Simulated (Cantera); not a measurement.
Cantera run, input and output.

```python
import numpy as np
import cantera as ct

gas = ct.Solution("gri30.yaml", transport_model="mixture-averaged")
show = ['NO', 'O', 'OH']

rows = []
print(f"{'T/K':>7s}{'rho':>11s}{'cp':>10s}{'mu':>11s}{'lambda':>11s}{'Pr':>7s}" + "".join(f"{'D_' + s:>11s}" for s in show))
for T in [400, 650, 900, 1150, 1400, 1650, 1900, 2150, 2400]:
    gas.TPX = T, 770, {'NO': 0.079}
    Pr = gas.cp_mass * gas.viscosity / gas.thermal_conductivity
    D = [gas.mix_diff_coeffs_mole[gas.species_index(s)] for s in show]
    rows.append([gas.density, gas.cp_mass, gas.viscosity, gas.thermal_conductivity, Pr, *D])
    print(f"{T:7g}{gas.density:11.4e}{gas.cp_mass:10.1f}{gas.viscosity:11.4e}"
          f"{gas.thermal_conductivity:11.4e}{Pr:7.3f}" + "".join(f"{d:11.4e}" for d in D))
print("SI units: kg/m3, J/kg/K, Pa s, W/m/K, m2/s")
```

It prints:

```
    T/K        rho        cp         mu     lambda     Pr       D_NO        D_O       D_OH
    400 6.9471e-03     998.6 2.3120e-05 3.2415e-02  0.712 0.0000e+00 6.9368e-03 6.8014e-03
    650 4.2751e-03    1054.2 3.2312e-05 4.8223e-02  0.706 0.0000e+00 1.5799e-02 1.5491e-02
    900 3.0876e-03    1113.9 4.0086e-05 6.3038e-02  0.708 0.0000e+00 2.7229e-02 2.6698e-02
   1150 2.4164e-03    1153.1 4.7043e-05 7.6728e-02  0.707 0.0000e+00 4.0941e-02 4.0142e-02
   1400 1.9849e-03    1181.0 5.3449e-05 8.9432e-02  0.706 0.0000e+00 5.6748e-02 5.5640e-02
   1650 1.6841e-03    1202.5 5.9446e-05 1.0130e-01  0.706 0.0000e+00 7.4512e-02 7.3058e-02
   1900 1.4626e-03    1218.7 6.5123e-05 1.1247e-01  0.706 0.0000e+00 9.4126e-02 9.2289e-02
   2150 1.2925e-03    1230.8 7.0538e-05 1.2304e-01  0.706 0.0000e+00 1.1550e-01 1.1325e-01
   2400 1.1579e-03    1239.6 7.5732e-05 1.3309e-01  0.705 0.0000e+00 1.3857e-01 1.3587e-01
SI units: kg/m3, J/kg/K, Pa s, W/m/K, m2/s
```

Computed with Cantera and GRI-Mech 3.0 (53 species, 325 reactions). The composition is frozen, though it would react at the higher temperatures.
